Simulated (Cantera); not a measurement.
Charge: 1 mol Pb, 10 mol CO, 36 mol N2, 0.75 mol NH3, equilibrated at 775 K and 2.50 mbar.

These are equilibrium values from Cantera (NASA tables, ideal gas, pure condensed phases), not measurements of a reactor. Candidate condensed phases: C, C6H6, C7H8, C8H18, H2O, Pb, PbO, PbO2, Pb3O4; 139 gas species. Kinetics and transport are ignored.

Base state: N2 0.780, CO 0.178, H2 0.0236, CO2 0.0180, H2O 0.000475 (mole fractions); condensed: C(graphite) + Pb(l).

Q: What changes in the equilibrium state with this change: temperature from 775 K to 1098 K?

A: 
```json
[
 {"species": "N2", "before": "0.780", "after": "0.750"},
 {"species": "CO", "before": "0.178", "after": "0.206"},
 {"species": "H2", "before": "0.0236", "after": "0.0232"},
 {"species": "Pb", "before": "9.95e-6", "after": "0.0206"},
 {"species": "CO2", "before": "0.0180", "after": "9.70e-6"},
 {"species": "H2O", "before": "0.000475", "after": "1.10e-6"},
 {"species": "C(graphite), mol", "before": "0.863", "after": "0"},
 {"species": "Pb(l), mol", "before": "1.000", "after": "0"}
]
```
